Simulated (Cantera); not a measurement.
Mixture: CH4 : O2 : N2 : H2O = 1 : 1.18 : 4.42 : 0.19 (molar parts), equivalence ratio 1.7, at 750 Torr, adiabatic and at constant volume. Ignition delay is the time to a rise of 400 K.

Cantera simulation using GRI-Mech 3.0 (53 species, 325 reactions); the numbers are that mechanism's predictions, not measurements.

Question: Predict: delay at 1225 K; delay at 1425 K; delay at 1625 K; delay at 1825 K; apparent activation energy between 1725 and 1925 K.

Answer: 
| Quantity | Result |
|---|---|
| delay at 1225 K | 43.5 ms |
| delay at 1425 K | 3.39 ms |
| delay at 1625 K | 0.432 ms |
| delay at 1825 K | 95.1 µs |
| apparent activation energy between 1725 and 1925 K | 180 kJ/mol |
